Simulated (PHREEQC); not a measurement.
Acid mine or pickling water (model solution)

Synthetic water in mmol/kgw, 20 °C, pH 3.11, pe 11.4:

```csv
constituent,mmol/kgw
Na,4.27
K,0.0942
Ca,5.09
Mg,0.724
Cl,4.13
S(6),6.79
Cu(2),0.507
Sr,0.121
Li,0.0821
```

Na is adjusted to close the charge balance.
Valence states are taken as typed.

Computed with PHREEQC (ion-association model, phreeqc.dat).

This is a speciation only: nothing precipitates in the calculation.

Q: Predict the ionic strength, specific conductance.

A: ionic strength 0.0247 mol/kgw; specific conductance 1670 µS/cm.

Q: In which forms is Cu present?

A: Cu+2 76 %, CuSO4 24 % of the Cu.
